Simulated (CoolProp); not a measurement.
Vapour-liquid equilibrium of toluene (1) + n-decane (2) at 512 kPa; x and y are mole fractions of (1).

The numbers come from the multi-fluid Helmholtz-energy mixture model, Lemmon 2006 and Lemmon 2006; pair parameters Bell 2016 in CoolProp.

```json
[
 {"x": "0.05", "bubble temperature (°C)": "245.7", "y at the bubble point": "0.117", "dew temperature at overall composition x (°C)": "248.7", "liquid density (mol/L)": "3.809"},
 {"x": "0.2", "bubble temperature (°C)": "230.3", "y at the bubble point": "0.415", "dew temperature at overall composition x (°C)": "241.7", "liquid density (mol/L)": "4.233"},
 {"x": "0.35", "bubble temperature (°C)": "216.5", "y at the bubble point": "0.625", "dew temperature at overall composition x (°C)": "233.9", "liquid density (mol/L)": "4.699"},
 {"x": "0.5", "bubble temperature (°C)": "205.2", "y at the bubble point": "0.765", "dew temperature at overall composition x (°C)": "225.1", "liquid density (mol/L)": "5.215"},
 {"x": "0.65", "bubble temperature (°C)": "195.9", "y at the bubble point": "0.860", "dew temperature at overall composition x (°C)": "214.6", "liquid density (mol/L)": "5.801"},
 {"x": "0.8", "bubble temperature (°C)": "188.2", "y at the bubble point": "0.929", "dew temperature at overall composition x (°C)": "201.9", "liquid density (mol/L)": "6.486"},
 {"x": "0.95", "bubble temperature (°C)": "181.6", "y at the bubble point": "0.984", "dew temperature at overall composition x (°C)": "185.7", "liquid density (mol/L)": "7.310"}
]
```

No azeotrope shows between x = 0.05 and 0.95.

The pair parameters rest on a limited set of measurements; away from them the model extrapolates.
